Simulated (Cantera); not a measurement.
Input: 1 mol PbCl2, 4.2 mol H2, 1.7 mol N2, held at 1.00 bar.

Cantera equilibrium calculation (NASA polynomials, part measured and part estimated; ideal gas, pure solids and liquids). Candidate condensed phases: NH4Cl, Pb, PbCl2; 17 gas species. The tables' values for PbCl4 are old estimates; treat these amounts as uncertain. Kinetics and transport are ignored.

x: gas mole fraction; n: condensed amount in mol.

| T (K) | x H2 | x N2 | x HCl | x PbCl | x Pb | x PbCl2 | n Pb(l) |
|---|---|---|---|---|---|---|---|
| 1223 | 0.510 | 0.244 | 0.187 | 0.0167 | 0.000908 | 0.0398 | 0.593 |
| 1273 | 0.509 | 0.243 | 0.183 | 0.0237 | 0.00184 | 0.0386 | [?] |
| 1323 | 0.508 | 0.242 | 0.178 | 0.0323 | 0.00352 | 0.0367 | [?] |
| 1373 | 0.507 | 0.240 | 0.171 | 0.0425 | 0.00641 | 0.0342 | [?] |
| 1423 | 0.504 | 0.237 | 0.162 | 0.0541 | 0.0112 | 0.0312 | [?] |
| 1473 | 0.501 | 0.234 | 0.152 | 0.0668 | 0.0188 | 0.0278 | [?] |
| 1523 | 0.495 | 0.229 | 0.141 | 0.0799 | 0.0305 | 0.0242 | 0 |
| 1573 | 0.489 | 0.228 | 0.149 | 0.0787 | 0.0352 | 0.0202 | 0 |
| 1623 | 0.483 | 0.227 | 0.157 | 0.0769 | 0.0399 | 0.0168 | 0 |
| 1673 | 0.477 | 0.226 | 0.164 | 0.0745 | 0.0446 | 0.0139 | 0 |
| 1723 | 0.472 | 0.225 | 0.170 | 0.0717 | 0.0493 | 0.0116 | 0 |

Problem. Some entries are withheld; supply them.

Solution. 
- 1273, n Pb(l): 0.548
- 1323, n Pb(l): 0.488
- 1373, n Pb(l): 0.409
- 1423, n Pb(l): 0.307
- 1473, n Pb(l): 0.174
